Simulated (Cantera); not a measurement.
# Silicon carbide growth: CH3SiH3 + C2H4 + H2

Input: 1 mol CH3SiH3, 0.049 mol C2H4, 71 mol H2, equilibrated at 1123 K.

Cantera equilibrium calculation (NASA polynomials, part measured and part estimated; ideal gas, pure solids and liquids). Candidate condensed phases: C, C6H6, C7H8, C8H18, Si, SiC; 87 gas species. The feed counts by its element totals alone. The numbers say what is thermodynamically allowed, not how fast it happens.

| P (Pa) | x H2 | x CH4 | x H | x C2H4 | n C(graphite) | n SiC(s) |
|---|---|---|---|---|---|---|
| 100 | 1.000 | 2.93e-5 | 1.35e-6 | 9.71e-10 | 0.0958 | 1.00 |
| 220 | 1.000 | 6.46e-5 | 9.08e-7 | 2.14e-9 | 0.0932 | 1.00 |
| 460 | 1.000 | 0.000135 | 6.28e-7 | 4.47e-9 | 0.0880 | 1.00 |
| 1000 | 1.000 | 0.000293 | 4.26e-7 | 9.71e-9 | 0.0763 | 1.00 |
| 2200 | 0.999 | 0.000645 | 2.87e-7 | 2.13e-8 | 0.0502 | 1.00 |
| 4600 | 0.999 | 0.00132 | 1.98e-7 | 4.31e-8 | 0 | 1.00 |
| 10000 | 0.999 | 0.00132 | 1.35e-7 | 1.98e-8 | 0 | 1.00 |
| 22000 | 0.999 | 0.00132 | 9.07e-8 | 9.01e-9 | 0 | 1.00 |
| 46000 | 0.999 | 0.00132 | 6.27e-8 | 4.31e-9 | 0 | 1.00 |
| 100000 | 0.999 | 0.00132 | 4.26e-8 | 1.98e-9 | 0 | 1.000 |
x: gas mole fraction; n: condensed amount in mol.

From 0.00100 bar to 0.0220 bar the condensed part is C(graphite) + SiC(s). From 0.0460 bar to 1.00 bar the condensed part is SiC(s).
